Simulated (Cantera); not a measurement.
Feed: 1 mol HCl, 0.65 mol H2O, 4.4 mol O2, held at 2223.15 K.

Equilibrium computed with Cantera from the NASA thermochemical tables; the gas is ideal and each condensed phase is pure. Candidate condensed phases: H2O; 14 gas species. Rates play no part.

**Question.** At 39.0 mbar, list the 7 most abundant gas species with their mole fractions, and the condensed phases.

**Answer.** O2 0.678, H2O 0.127, HCl 0.0924, Cl 0.0678, OH 0.0186, O 0.0130, H 0.00104. Condensed: gas only.
